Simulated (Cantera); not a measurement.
An adiabatic, constant-volume homogeneous reactor starts with CO : H2 : CH4 : O2 : N2 = 1 : 0.66 : 0.087 : 1.34 : 5.03 (molar parts), at 1248 K and 340000 Pa. Integrator tolerance rtol = 1e-08.

Cantera simulation using GRI-Mech 3.0 (53 species, 325 reactions); the numbers are that mechanism's predictions, not measurements.

**Question.** What does this change do: H2 0.66 to 1.9 parts?

**Answer.** 
```tsv
quantity	before	after
time of steepest temperature rise	23.1 µs	16.1 µs
temperature at 4.00 s	2848 K	3034 K
equilibrium temperature	2848 K	3034 K
x(CO) at 4.00 s	0.0345 (gas-phase equilibrium 0.0345)	0.0732 (gas-phase equilibrium 0.0732)
x(H2) at 4.00 s	0.00432 (gas-phase equilibrium 0.00432)	0.0345 (gas-phase equilibrium 0.0345)
x(CH4) at 4.00 s	<1e-12 (gas-phase equilibrium <1e-12)	<1e-12 (gas-phase equilibrium <1e-12)
x(CH2O) at 4.00 s	4.31e-10 (gas-phase equilibrium 4.31e-10)	7.68e-9 (gas-phase equilibrium 7.68e-9)
x(HCO) at 4.00 s	5.33e-8 (gas-phase equilibrium 5.33e-8)	4.85e-7 (gas-phase equilibrium 4.85e-7)
x(NO) at 4.00 s	0.0175 (gas-phase equilibrium 0.0175)	0.00964 (gas-phase equilibrium 0.00964)
x(N2O) at 4.00 s	2.42e-6 (gas-phase equilibrium 2.42e-6)	1.29e-6 (gas-phase equilibrium 1.29e-6)
```
Above 3000 K some thermodynamic fits are extrapolated.

**Question.** What does this change do: O2 1.34 to 1.7 parts?

**Answer.** 
```csv
quantity,before,after
time of steepest temperature rise,23.1 µs,20.3 µs
temperature at 4.00 s,2848 K,2827 K
equilibrium temperature,2848 K,2827 K
x(CO) at 4.00 s,0.0345 (gas-phase equilibrium 0.0345),0.0250 (gas-phase equilibrium 0.0250)
x(H2) at 4.00 s,0.00432 (gas-phase equilibrium 0.00432),0.00295 (gas-phase equilibrium 0.00295)
x(CH4) at 4.00 s,<1e-12 (gas-phase equilibrium <1e-12),<1e-12 (gas-phase equilibrium <1e-12)
x(CH2O) at 4.00 s,4.31e-10 (gas-phase equilibrium 4.31e-10),2.11e-10 (gas-phase equilibrium 2.11e-10)
x(HCO) at 4.00 s,5.33e-8 (gas-phase equilibrium 5.33e-8),3.03e-8 (gas-phase equilibrium 3.03e-8)
x(NO) at 4.00 s,0.0175 (gas-phase equilibrium 0.0175),0.0218 (gas-phase equilibrium 0.0218)
x(N2O) at 4.00 s,2.42e-6 (gas-phase equilibrium 2.42e-6),2.92e-6 (gas-phase equilibrium 2.92e-6)
```
